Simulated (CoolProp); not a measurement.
Saturation properties of normal hydrogen (Tc = 33.1 K, pc = 1296 kPa, ω = -0.219).

Computed with CoolProp (reference Helmholtz-energy equation of state, Leachman 2009).

```tsv
T (K)	p (kPa)	enthalpy of vaporisation (kJ/kg)	liquid conductivity (mW/(m K))
19.5	77.65	452.2	103
20.9	118.1	446.1	104
22.4	176.3	436.2	104
23.8	246.6	423.4	103
25.3	341.8	405.1	102
26.7	451.5	383.0	101
28.2	594.2	352.1	98.4
29.6	753.7	314.1	95.6
31.1	956.3	256.7	91.7
32.5	1180	163.9	90.7
```

It boils at 20.4 K under 1 atm.

Thermal conductivity comes from a separate model (Assael 2011).
